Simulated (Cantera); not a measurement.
Charge: 1 mol AlN, 0.37 mol H2O, 1.6 mol N2, at 1498.15 K and 0.860 bar.

Equilibrium computed with Cantera from the NASA thermochemical tables; the gas is ideal and each condensed phase is pure. Candidate condensed phases: Al, AlN, Al2O3, H2O; 35 gas species. Mutual solubility and eutectic melting of coexisting phases are not modelled. Rates play no part.

What is the equilibrium state?


```json
{
  "x(N2)": "0.823",
  "x(H2)": "0.177",
  "x(H)": "7.80e-6",
  "x(H2O)": "3.84e-6",
  "x(NH3)": "3.61e-6",
  "n(AlN(s))": "0.753 mol",
  "n(Al2O3(s))": "0.123 mol",
  "gas_amount": "2.093 mol",
  "log10 activity of Al(l) (absent)": "-5.27"
}
```
